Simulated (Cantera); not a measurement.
Input: 1 mol SiO2, 0.43 mol H2, 32 mol N2, 0.74 mol Cl2, at 44.0 Pa.

Cantera equilibrium calculation (NASA polynomials, part measured and part estimated; ideal gas, pure solids and liquids). Candidate condensed phases: H2O, NH4Cl, Si, SiO2, Si2N2O, Si3N4; 47 gas species. The tables hold silica as quartz up to 1696 K and as liquid above; real silica turns to tridymite and cristobalite and melts near 1996 K. Kinetics and transport are ignored.

Which condensed phases are stable at each of these points (T (K)): 1575, 1675, 1775, 1875, 1975, 2075, 2175?


```json
[
 {"T (K)": "1575", "condensed phases": "SiO2(β-quartz)", "Si condensed (%)": "100.0"},
 {"T (K)": "1675", "condensed phases": "SiO2(β-quartz)", "Si condensed (%)": "99.6"},
 {"T (K)": "1775", "condensed phases": "SiO2(condensed)", "Si condensed (%)": "97.2"},
 {"T (K)": "1875", "condensed phases": "SiO2(condensed)", "Si condensed (%)": "86.1"},
 {"T (K)": "1975", "condensed phases": "SiO2(condensed)", "Si condensed (%)": "37.7"},
 {"T (K)": "2075", "condensed phases": "gas only", "Si condensed (%)": "0.0"},
 {"T (K)": "2175", "condensed phases": "gas only", "Si condensed (%)": "0.0"}
]
```

From 1575 K to 1675 K the condensed part is SiO2(β-quartz). From 1775 K to 1975 K the condensed part is SiO2(condensed). From 2075 K to 2175 K nothing is condensed.
